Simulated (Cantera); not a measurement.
Cantera run:

```python
import numpy as np
import cantera as ct

gas_names = """
    CL CL2 H HCL H2 Si SiCL SiCL2 SiCL3 SiCL4 SiH SiHCL3 SiH2 SiH2CL2 SiH3 SiH3CL SiH4 Si2 Si3
""".split()
cond_names = """
    Si(cr) Si(L)
""".split()


# ... load() reads the species with a 1 bar reference pressure and builds the phases ...
atoms = {
    'Si3H8': {'Si': 3, 'H': 8},
    'HCl': {'H': 1, 'CL': 1},
    'H2': {'H': 2},
}
top_T = {}  # K; cautious upper limits of use, not melting points


# ... equilibrate(T, P, feed) seeds the gas with the atoms and calls Mixture.equilibrate('TP', solver="vcs", rtol=1e-11, max_steps=5000) ...
results = []
feed = {'Si3H8': 1, 'HCl': 0.13, 'H2': 50}  # mol
T = 1598  # K
P = 133.322  # Pa
mix = equilibrate(T, P, feed)
results.append((T, P, feed, dict(zip(mix.species_names, mix.species_moles))))
x = sorted(zip(gas.X, gas.species_names), reverse=True)
print(f"T = {T:g} K  P = {P:g} Pa  gas = {mix.phase_moles(0):.4g} mol")
print("   x: " + "  ".join(f"{s} {v:.3e}" for v, s in x if v > 0.001))
print("   condensed (mol): " + ("  ".join(f"{mix.phase(i).name} {mix.phase_moles(i):.4g}"
      for i in range(1, mix.n_phases) if mix.phase_moles(i) > 1e-12) or "none"))
```

It prints:

```
T = 1598 K  P = 133.322 Pa  gas = 54.17 mol
   x: H2 9.961e-01  HCL 2.357e-03  H 1.455e-03
   condensed (mol): Si(cr) 2.994
```

These are equilibrium values from Cantera (NASA tables, ideal gas, pure condensed phases), not measurements of a reactor. The feed counts by its element totals alone.
